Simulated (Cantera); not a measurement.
Feed: 1 mol Si₂Cl₆, 8.8 mol N₂, equilibrated at 1148.15 K and 10000 Pa.

Method: chemical equilibrium by Gibbs-energy minimisation in Cantera with the NASA 1993 tables (ideal gas, pure condensed phases). Candidate condensed phases: Si, Si₃N₄; 13 gas species. The feed counts by its element totals alone. N₂ is the only nitrogen source here; it is nearly inert below about 1500 K, so the nitride shown seldom forms there in practice. The tables' values for SiCl₃ are old estimates; treat these amounts as uncertain. Kinetics and transport are ignored.

Base state: N₂ 0.849, SiCl₄ 0.150, SiCl₃ 0.000770, SiCl₂ 4.37e-5 (mole fractions); condensed: Si₃N₄(s).

Q: What changes in the equilibrium state with this change: Si₂Cl₆ replaced by SiHCl₃?

A: 
```json
[
 {"species": "N₂", "before": "0.849", "after": "0.854"},
 {"species": "HCl", "before": "0", "after": "0.0825"},
 {"species": "SiCl₄", "before": "0.150", "after": "0.0544"},
 {"species": "H₂", "before": "0", "after": "0.00892"},
 {"species": "SiHCl₃", "before": "0", "after": "0.000118"},
 {"species": "SiCl₃", "before": "0.000770", "after": "0.000360"},
 {"species": "Si₃N₄(s), mol", "before": "0.166", "after": "0.151"}
]
```
Further candidate phases: NH₄Cl.
